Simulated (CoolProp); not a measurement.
Vapour-liquid equilibrium of ethylene (1) + isobutane (2) at 209.9 K; x and y are mole fractions of (1).

Values from CoolProp's multi-fluid Helmholtz-energy mixture model, Smukala 2000 and Bücker 2006; pair parameters Bell 2016.

| x | bubble pressure, mixture model (bar) | bubble pressure, Raoult's law (bar) | y, mixture model | y, Raoult's law |
|---|---|---|---|---|
| 0.05 | 0.3367 | 0.4065 | 0.784 | 0.824 |
| 0.125 | 0.7471 | 0.9032 | 0.909 | 0.927 |
| 0.2 | 1.179 | 1.400 | 0.946 | 0.957 |
| 0.275 | 1.633 | 1.897 | 0.964 | 0.971 |
| 0.35 | 2.107 | 2.393 | 0.974 | 0.980 |
| 0.425 | 2.599 | 2.890 | 0.981 | 0.985 |
| 0.5 | 3.107 | 3.387 | 0.986 | 0.989 |
| 0.575 | 3.626 | 3.883 | 0.990 | 0.992 |
| 0.65 | 4.154 | 4.380 | 0.992 | 0.994 |
| 0.725 | 4.687 | 4.877 | 0.995 | 0.996 |
| 0.8 | 5.225 | 5.374 | 0.996 | 0.997 |
| 0.875 | 5.767 | 5.870 | 0.998 | 0.998 |
| 0.95 | 6.319 | 6.367 | 0.999 | 0.999 |

The largest gap from Raoult's law is -17.3 % in bubble pressure, at x = 0.125. No azeotrope shows between x = 0.05 and 0.95.

Pair parameters are fitted to limited data, so mixtures are less certain than the pure fluids.
